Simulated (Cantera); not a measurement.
A freely propagating, adiabatic, planar premixed flame of 13.6 % CH₄, 18.1 % O₂, 68.3 % N₂, unburnt at 500 K and 5.00 bar; multicomponent+Soret transport, grid criteria slope 0.08 and curve 0.16, no radiation.

Computed with Cantera and GRI-Mech 3.0 (53 species, 325 reactions). Burning velocities carry a grid error of a few per cent, more on coarse grids.

x: mole fraction of selected species; z is measured from the peak of heat release.

```json
[
 {"z (mm)": "-0.851", "T (K)": "501", "u (m/s)": "0.182", "x CH₄": "0.136", "x O₂": "0.181", "x C₂H₂": "2.27e-7", "x H": "<1e-8", "x CH₂CO": "2.93e-8", "x CH₃": "<1e-8"},
 {"z (mm)": "-0.567", "T (K)": "511", "u (m/s)": "0.186", "x CH₄": "0.134", "x O₂": "0.180", "x C₂H₂": "3.30e-6", "x H": "<1e-8", "x CH₂CO": "5.80e-7", "x CH₃": "<1e-8"},
 {"z (mm)": "-0.425", "T (K)": "541", "u (m/s)": "0.198", "x CH₄": "0.130", "x O₂": "0.177", "x C₂H₂": "1.64e-5", "x H": "<1e-8", "x CH₂CO": "3.48e-6", "x CH₃": "3.97e-8"},
 {"z (mm)": "-0.284", "T (K)": "(withheld)", "u (m/s)": "0.251", "x CH₄": "(withheld)", "x O₂": "0.166", "x C₂H₂": "(withheld)", "x H": "<1e-8", "x CH₂CO": "(withheld)", "x CH₃": "(withheld)"},
 {"z (mm)": "-0.142", "T (K)": "1134", "u (m/s)": "0.429", "x CH₄": "0.0810", "x O₂": "0.119", "x C₂H₂": "0.000656", "x H": "2.63e-6", "x CH₂CO": "0.000229", "x CH₃": "7.03e-5"},
 {"z (mm)": "-0.0709", "T (K)": "1503", "u (m/s)": "0.577", "x CH₄": "0.0491", "x O₂": "0.0738", "x C₂H₂": "0.00141", "x H": "4.41e-5", "x CH₂CO": "0.000494", "x CH₃": "0.000589"},
 {"z (mm)": "0", "T (K)": "1838", "u (m/s)": "0.716", "x CH₄": "0.0197", "x O₂": "0.0293", "x C₂H₂": "0.00309", "x H": "0.000330", "x CH₂CO": "0.000470", "x CH₃": "0.00163"},
 {"z (mm)": "0.0709", "T (K)": "1995", "u (m/s)": "0.781", "x CH₄": "0.00807", "x O₂": "0.00848", "x C₂H₂": "0.00406", "x H": "0.000570", "x CH₂CO": "0.000160", "x CH₃": "0.00123"},
 {"z (mm)": "0.142", "T (K)": "2043", "u (m/s)": "0.801", "x CH₄": "0.00497", "x O₂": "0.00267", "x C₂H₂": "0.00400", "x H": "0.000510", "x CH₂CO": "6.23e-5", "x CH₃": "0.000710"},
 {"z (mm)": "0.284", "T (K)": "2063", "u (m/s)": "0.809", "x CH₄": "0.00324", "x O₂": "0.000414", "x C₂H₂": "0.00362", "x H": "0.000358", "x CH₂CO": "2.12e-5", "x CH₃": "0.000330"},
 {"z (mm)": "0.567", "T (K)": "2063", "u (m/s)": "0.810", "x CH₄": "(withheld)", "x O₂": "(withheld)", "x C₂H₂": "(withheld)", "x H": "0.000296", "x CH₂CO": "(withheld)", "x CH₃": "(withheld)"},
 {"z (mm)": "1.13", "T (K)": "2058", "u (m/s)": "0.810", "x CH₄": "0.00130", "x O₂": "3.57e-7", "x C₂H₂": "0.00189", "x H": "0.000289", "x CH₂CO": "6.34e-6", "x CH₃": "9.84e-5"},
 {"z (mm)": "2.27", "T (K)": "2053", "u (m/s)": "0.811", "x CH₄": "0.000656", "x O₂": "1.63e-7", "x C₂H₂": "0.000762", "x H": "0.000286", "x CH₂CO": "2.50e-6", "x CH₃": "4.68e-5"}
]
```

Question: Fill in the missing entries.

Answer: 
- -0.284, T (K): 678
- -0.284, x CH₄: 0.118
- -0.284, x C₂H₂: 0.000108
- -0.284, x CH₂CO: 2.98e-5
- -0.284, x CH₃: 5.52e-7
- 0.567, x CH₄: 0.00213
- 0.567, x O₂: 2.43e-5
- 0.567, x C₂H₂: 0.00295
- 0.567, x CH₂CO: 1.08e-5
- 0.567, x CH₃: 0.000174
